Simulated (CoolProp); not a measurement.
A single-stage vapour-compression cycle with R22: evaporating at 216.15 K (dew point), condensing at 281.15 K (bubble point), superheat 2 K, subcooling 5 K, compressor efficiency 0.65, no pressure losses. Each further row changes one setting.

The numbers come from the reference Helmholtz-energy equation of state, Kamei 1995 in CoolProp.

```csv
case,cooling COP,pressure ratio,discharge temperature (K),refrigerating effect (kJ/kg),volumetric capacity (kJ/m³)
as stated,1.70,14.4,383.8,178,383
evaporating temperature 221.15 K,(withheld),11.0,372.6,(withheld),500
condensing temperature 276.15 K,1.89,(withheld),373.4,(withheld),396
subcooling 10 K,1.76,14.4,383.8,183,396
superheat 12 K,1.68,14.4,397.2,183,377
compressor efficiency 0.55,1.44,14.4,407.9,178,383
```

### Question
Complete the blanks.

### Answer

- evaporating temperature 221.15 K, cooling COP: 1.93
- evaporating temperature 221.15 K, refrigerating effect (kJ/kg): 180
- condensing temperature 276.15 K, pressure ratio: 12.3
- condensing temperature 276.15 K, refrigerating effect (kJ/kg): 184
